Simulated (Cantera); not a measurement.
Input: 1 mol Ni, 0.42 mol NH3, 190 mol H2, at 0.250 bar.

Cantera equilibrium calculation (NASA polynomials, part measured and part estimated; ideal gas, pure solids and liquids). Candidate condensed phases: Ni; 10 gas species. The numbers say what is thermodynamically allowed, not how fast it happens. All values below are at 1575 K.

Base state: H2 0.999, N2 0.00110, H 8.31e-5 (mole fractions); condensed: Ni(s).

Q: What changes in the equilibrium state with this change: pressure from 0.250 bar to 0.000880 bar?

A: 
| species | before | after |
|---|---|---|
| H2 | 0.999 | 0.997 |
| H | 8.31e-5 | 0.00140 |
| N2 | 0.00110 | 0.00110 |
| Ni | 1.02e-6 | 0.000291 |
| Ni(s), mol | 1.000 | 0.944 |

Q: What changes in the equilibrium state with this change: Ni replaced by Si?

A: 
```csv
species,before,after
H2,0.999,0.999
N2,0.00110,0.000772
H,8.31e-5,8.31e-5
"Ni(s), mol",1.000,0
"Si(s), mol",0,0.905
"Si3N4(s), mol",0,0.0313
```
Mutual solubility and eutectic melting of coexisting phases are not modelled. Further candidate phases: Si, Si3N4.
